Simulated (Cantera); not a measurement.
What does this Cantera script print?

```python
import numpy as np
import cantera as ct

gas = ct.Solution("h2o2.yaml")
gas.TPX = 923, 1800, {'H2': 0.013, 'O2': 1}
inlet = ct.Reservoir(gas, clone=True)

reactor = ct.IdealGasConstPressureReactor(gas, energy="off", clone=False)
exhaust = ct.Reservoir(gas, clone=True)
tau = [8.3, 2.6, 0.81, 0.25, 0.078, 0.024, 0.0076, 0.0024][0]
for a, b in ((inlet, reactor), (reactor, exhaust)):
    ct.MassFlowController(a, b, mdot=lambda t: reactor.mass / tau)
net = ct.ReactorNet([reactor])
show = ['H2', 'O2', 'H2O', 'H2O2', 'O']

rows = []
print(f"{'tau/s':>10s}{'T/K':>9s}" + "".join(f"{s:>11s}" for s in show))
for tau in [8.3, 2.6, 0.81, 0.25, 0.078, 0.024, 0.0076, 0.0024]:
    net.initial_time = 0.0
    net.advance(30 * tau)
    before = gas.X
    net.advance(40 * tau)
    drift = np.max(np.abs(gas.X - before) / (gas.X + 1e-9))
    rows.append([gas.T, *gas[show].X, drift])
    print(f"{tau:10.3e}{gas.T:9.1f}" + "".join(f"{x:11.3e}" for x in gas[show].X))
```

Output:

```
     tau/s      T/K         H2         O2        H2O       H2O2          O
 8.300e+00    923.0  1.142e-04  9.869e-01  1.278e-02  3.018e-08  1.175e-04
 2.600e+00    923.0  2.137e-04  9.868e-01  1.266e-02  4.330e-08  2.269e-04
 8.100e-01    923.0  3.967e-04  9.866e-01  1.244e-02  6.345e-08  4.240e-04
 2.500e-01    923.0  7.377e-04  9.862e-01  1.203e-02  9.309e-08  7.650e-04
 7.800e-02    923.0  1.367e-03  9.855e-01  1.125e-02  1.321e-07  1.299e-03
 2.400e-02    923.0  2.572e-03  9.846e-01  9.771e-03  1.770e-07  2.004e-03
 7.600e-03    923.0  4.813e-03  9.839e-01  7.222e-03  2.101e-07  2.455e-03
 2.400e-03    923.0  8.857e-03  9.848e-01  3.319e-03  1.622e-07  1.737e-03
```

Model: the H2/O2 subset of GRI-Mech 3.0, which has no nitrogen chemistry, integrated in Cantera. Radical loss at walls, strong at low pressure, is not modelled. Below about 950 K walls govern HO2 and H2O2 in real vessels.
